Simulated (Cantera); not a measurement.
What does this Cantera script print?

```python
import numpy as np
import cantera as ct

gas = ct.Solution("gri30.yaml")
gas.TPX = 500, 100000, {'H2': 1, 'O2': 0.98, 'N2': 3.69}
inlet = ct.Reservoir(gas, clone=True)
gas.equilibrate("HP")  # start burning
reactor = ct.IdealGasConstPressureReactor(gas, energy="on", clone=False)
exhaust = ct.Reservoir(gas, clone=True)
tau = [0.035, 0.015, 0.0062, 0.0026, 0.0011, 0.00046, 0.00019, 8.1e-05, 3.4e-05][0]
for a, b in ((inlet, reactor), (reactor, exhaust)):
    ct.MassFlowController(a, b, mdot=lambda t: reactor.mass / tau)
net = ct.ReactorNet([reactor])
show = ['H2', 'O2', 'HO2', 'OH', 'NO', 'H2O', 'O']

rows = []
print(f"{'tau/s':>10s}{'T/K':>9s}" + "".join(f"{s:>11s}" for s in show))
for tau in [0.035, 0.015, 0.0062, 0.0026, 0.0011, 0.00046, 0.00019, 8.1e-05, 3.4e-05]:
    net.initial_time = 0.0
    net.advance(30 * tau)
    before = gas.X
    net.advance(40 * tau)
    drift = np.max(np.abs(gas.X - before) / (gas.X + 1e-9))
    rows.append([gas.T, *gas[show].X, drift])
    print(f"{tau:10.3e}{gas.T:9.1f}" + "".join(f"{x:11.3e}" for x in gas[show].X))
```

Result:

```
     tau/s      T/K         H2         O2        HO2         OH         NO        H2O          O
 3.500e-02   1820.5  3.776e-04  9.217e-02  2.991e-06  2.398e-03  2.051e-05  1.916e-01  3.395e-04
 1.500e-02   1813.3  6.550e-04  9.198e-02  4.744e-06  3.118e-03  1.722e-05  1.908e-01  5.895e-04
 6.200e-03   1801.1  1.162e-03  9.173e-02  7.796e-06  4.073e-03  1.419e-05  1.896e-01  1.048e-03
 2.600e-03   1781.6  2.018e-03  9.147e-02  1.253e-05  5.197e-03  1.223e-05  1.877e-01  1.819e-03
 1.100e-03   1750.2  3.407e-03  9.127e-02  1.936e-05  6.399e-03  1.184e-05  1.848e-01  3.047e-03
 4.600e-04   1700.0  5.612e-03  9.132e-02  2.859e-05  7.479e-03  1.273e-05  1.803e-01  4.881e-03
 1.900e-04   1623.0  9.027e-03  9.209e-02  4.017e-05  8.051e-03  1.338e-05  1.736e-01  7.233e-03
 8.100e-05   1518.1  1.447e-02  9.454e-02  5.396e-05  7.731e-03  1.156e-05  1.640e-01  9.274e-03
 3.400e-05   1366.6  2.822e-02  1.024e-01  7.549e-05  6.186e-03  6.136e-06  1.457e-01  9.057e-03
```

Computed with Cantera and GRI-Mech 3.0 (53 species, 325 reactions).
